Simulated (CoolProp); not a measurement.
Saturation properties of R123 (Tc = 456.8 K, pc = 3.662 MPa, ω = 0.282).

Values from CoolProp's reference Helmholtz-energy equation of state, Younglove 1994. It is a modified Benedict-Webb-Rubin equation, recast in Helmholtz form.

```json
[
 {"T (K)": "209.3", "p (MPa)": "0.0005830", "vapour density (kg/m³)": "0.05129", "liquid cp (kJ/(kg K))": "0.9297", "surface tension (mN/m)": "26.3", "liquid viscosity (µPa s)": "1490"},
 {"T (K)": "212.2", "p (MPa)": "0.0007461", "vapour density (kg/m³)": "0.06475", "liquid cp (kJ/(kg K))": "(withheld)", "surface tension (mN/m)": "25.9", "liquid viscosity (µPa s)": "1410"},
 {"T (K)": "215.1", "p (MPa)": "0.0009473", "vapour density (kg/m³)": "0.08112", "liquid cp (kJ/(kg K))": "0.9333", "surface tension (mN/m)": "25.6", "liquid viscosity (µPa s)": "(withheld)"},
 {"T (K)": "218", "p (MPa)": "0.001194", "vapour density (kg/m³)": "(withheld)", "liquid cp (kJ/(kg K))": "0.9353", "surface tension (mN/m)": "25.2", "liquid viscosity (µPa s)": "1270"},
 {"T (K)": "220.8", "p (MPa)": "0.001482", "vapour density (kg/m³)": "0.1237", "liquid cp (kJ/(kg K))": "0.9375", "surface tension (mN/m)": "24.8", "liquid viscosity (µPa s)": "1210"},
 {"T (K)": "223.7", "p (MPa)": "(withheld)", "vapour density (kg/m³)": "0.1518", "liquid cp (kJ/(kg K))": "0.9398", "surface tension (mN/m)": "24.4", "liquid viscosity (µPa s)": "1150"},
 {"T (K)": "226.6", "p (MPa)": "0.002273", "vapour density (kg/m³)": "0.1850", "liquid cp (kJ/(kg K))": "0.9422", "surface tension (mN/m)": "24.1", "liquid viscosity (µPa s)": "1100"},
 {"T (K)": "229.5", "p (MPa)": "0.002789", "vapour density (kg/m³)": "0.2242", "liquid cp (kJ/(kg K))": "0.9447", "surface tension (mN/m)": "23.7", "liquid viscosity (µPa s)": "1050"},
 {"T (K)": "232.3", "p (MPa)": "0.003377", "vapour density (kg/m³)": "0.2684", "liquid cp (kJ/(kg K))": "0.9473", "surface tension (mN/m)": "23.3", "liquid viscosity (µPa s)": "1000"},
 {"T (K)": "235.2", "p (MPa)": "0.004094", "vapour density (kg/m³)": "0.3215", "liquid cp (kJ/(kg K))": "0.9500", "surface tension (mN/m)": "23.0", "liquid viscosity (µPa s)": "955"},
 {"T (K)": "238.1", "p (MPa)": "0.004936", "vapour density (kg/m³)": "0.3831", "liquid cp (kJ/(kg K))": "0.9528", "surface tension (mN/m)": "22.6", "liquid viscosity (µPa s)": "914"}
]
```

Task: What belongs in the gaps?

Result: 
- 212.2, liquid cp (kJ/(kg K)): 0.9314
- 215.1, liquid viscosity (µPa s): 1330
- 218, vapour density (kg/m³): 0.1009
- 223.7, p (MPa): 0.001842

It boils at 301.0 K under 1 atm.

Viscosity comes from a separate model (Tanaka 1996). Surface tension comes from a separate correlation (Mulero 2012).
